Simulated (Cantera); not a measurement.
**Hydrocarbon pyrolysis for carbon deposition**

A perfectly stirred reactor is fed with 32.3 % C₃H₈, 67.7 % H₂, at 0.570 Torr; it is held at 1050 K, and followed from long to short residence time.

Detailed kinetics in Cantera: GRI-Mech 3.0 (53 species, 325 reactions). GRI-Mech 3.0 was tuned for natural gas; its chemistry of propane as a main component is partial and can be far from experiment. GRI-Mech 3.0 stops at C3 and has no aromatics, soot or wall deposition, so with more carbon than oxygen in the feed, carbon stays in small species such as C2H2 where larger ones or solid carbon would form. Radical loss at walls, strong at low pressure, is not modelled.

```csv
τ (s),x C₃H₈,x H₂,x CH₂,x C₂H₂,x CH₄,x C₂H,x C₂H₆
4.5,0.128,0.580,5.56e-9,0.00181,0.143,1.18e-12,0.00156
1.3,0.236,0.634,8.39e-9,0.000223,0.0635,<1e-12,0.00110
0.35,0.301,0.666,7.08e-9,1.15e-5,0.0158,<1e-12,0.000295
0.099,0.319,0.676,2.31e-9,2.14e-7,0.00219,<1e-12,4.54e-5
0.028,0.322,0.677,2.21e-10,1.57e-9,0.000176,<1e-12,8.05e-6
0.0078,0.323,0.677,7.98e-12,8.04e-12,1.13e-5,<1e-12,1.23e-6
0.0022,0.323,0.677,<1e-12,<1e-12,7.42e-7,<1e-12,1.36e-7
0.00061,0.323,0.677,<1e-12,<1e-12,5.20e-8,<1e-12,1.17e-8
```
x: mole fraction; the columns are a selection and need not sum to one.
